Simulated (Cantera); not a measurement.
**SiH₂Cl₂ + NH₃ + H₂ (silicon nitride deposition)**

A closed system holds: 1 mol SiH₂Cl₂, 0.13 mol NH₃, 33 mol H₂, equilibrated at 100000 Pa.

Cantera equilibrium calculation (NASA polynomials, part measured and part estimated; ideal gas, pure solids and liquids). Candidate condensed phases: NH₄Cl, Si, Si₃N₄; 28 gas species. Mutual solubility and eutectic melting of coexisting phases are not modelled. The tables' values for SiCl₃, SiCl are old estimates; treat these amounts as uncertain. Gases not in the tables: Si₂H₆ and higher silanes. Rates play no part.

From 948 K to 1648 K the condensed part is Si(s) + Si₃N₄(s). From 1748 K to 1948 K the condensed part is Si(l). The main Si-bearing gas is SiHCl₃ at 948 K and SiCl₂ at 1948 K. The share of Si in condensed phases is highest at 1948 K (79.6 %) and lowest at 948 K (44.7 %).

| T (K) | log p H₂ | log p HCl | log p SiHCl₃ | log p SiCl₄ | log p SiCl₂ | log p N₂ | log p H | log p SiCl₃ | n Si(s) | n Si₃N₄(s) | n Si(l) |
|---|---|---|---|---|---|---|---|---|---|---|---|
| 948 | -0.01 | -2.41 | -2.10 | -2.16 | -4.64 | -11.86 | -9.28 | -4.16 | 0.349 | 0.0325 | 0 |
| 1048 | -0.01 | -2.06 | -2.15 | -2.21 | -3.83 | -9.89 | -8.12 | -3.65 | 0.396 | 0.0325 | 0 |
| 1148 | -0.01 | -1.78 | -2.25 | -2.32 | -3.20 | -8.28 | -7.15 | -3.28 | 0.467 | 0.0325 | 0 |
| 1248 | -0.02 | -1.58 | -2.42 | -2.53 | -2.74 | -6.92 | -6.34 | -3.06 | 0.548 | 0.0325 | 0 |
| 1348 | -0.02 | -1.46 | -2.70 | -2.89 | -2.44 | -5.77 | -5.65 | -3.02 | 0.612 | 0.0325 | 0 |
| 1448 | -0.02 | -1.40 | -3.10 | -3.41 | -2.29 | -4.79 | -5.05 | -3.13 | 0.645 | 0.0322 | 0 |
| 1548 | -0.02 | -1.38 | -3.53 | -3.97 | -2.22 | -3.93 | -4.52 | -3.32 | 0.659 | 0.0304 | 0 |
| 1648 | -0.02 | -1.38 | -3.95 | -4.52 | -2.18 | -3.18 | -4.06 | -3.52 | 0.686 | 0.0207 | 0 |
| 1748 | -0.02 | -1.37 | -4.35 | -5.04 | -2.19 | -2.73 | -3.65 | -3.74 | 0 | 0 | 0.760 |
| 1848 | -0.02 | -1.35 | -4.73 | -5.51 | -2.22 | -2.73 | -3.29 | -3.95 | 0 | 0 | 0.781 |
| 1948 | -0.02 | -1.34 | -5.07 | -5.94 | -2.26 | -2.73 | -2.96 | -4.15 | 0 | 0 | 0.796 |
log p: log10 of the partial pressure in bar; n: condensed amount in mol.
